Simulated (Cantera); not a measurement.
Input: 1 mol PbO, 0.71 mol H2, 0.079 mol H2O, at 1 atm.

These are equilibrium values from Cantera (NASA tables, ideal gas, pure condensed phases), not measurements of a reactor. Candidate condensed phases: H2O, Pb, PbO, PbO2, Pb3O4; 12 gas species. Each liquid is taken as pure. Mutual solubility and eutectic melting of coexisting phases are not modelled. Gases not in the tables: (PbO)n polymers. Rates play no part.

x: gas mole fraction; n: condensed amount in mol.

```csv
T (K),x H2O,x Pb,x PbO,x H2,x Pb2,x O2,n Pb(l),n PbO(yellow),n PbO(l)
1025,1.000,2.75e-5,6.76e-7,0.000161,[?],1.25e-12,0.710,0.290,0
1100,1.000,0.000120,6.11e-6,0.000206,[?],4.03e-11,0.710,0.290,0
1175,0.999,0.000430,3.98e-5,0.000268,[?],7.66e-10,0.709,0,0.290
1250,0.998,0.00132,0.000180,0.000386,[?],7.85e-9,0.709,0,0.290
1325,0.995,0.00356,0.000681,0.000537,[?],6.09e-8,0.707,0,0.290
1400,0.988,0.00860,0.00221,0.000725,[?],3.74e-7,0.703,0,0.289
1475,0.974,0.0190,0.00630,0.000948,[?],1.89e-6,0.694,0,0.286
1550,0.944,0.0386,0.0161,0.00119,[?],8.07e-6,0.677,0,0.278
1625,0.887,0.0736,0.0374,0.00143,[?],2.98e-5,0.643,0,0.258
1700,0.785,0.132,0.0803,0.00159,[?],9.75e-5,0.576,0,0.211
1775,0.611,0.226,0.161,0.00153,[?],0.000286,0.417,0,0.0843
```

Task: What belongs in the gaps?

Result: 
- 1025, x Pb2: 1.24e-10
- 1100, x Pb2: 1.46e-9
- 1175, x Pb2: 1.23e-8
- 1250, x Pb2: 8.02e-8
- 1325, x Pb2: 4.18e-7
- 1400, x Pb2: 1.82e-6
- 1475, x Pb2: 6.76e-6
- 1550, x Pb2: 2.20e-5
- 1625, x Pb2: 6.40e-5
- 1700, x Pb2: 0.000169
- 1775, x Pb2: 0.000408
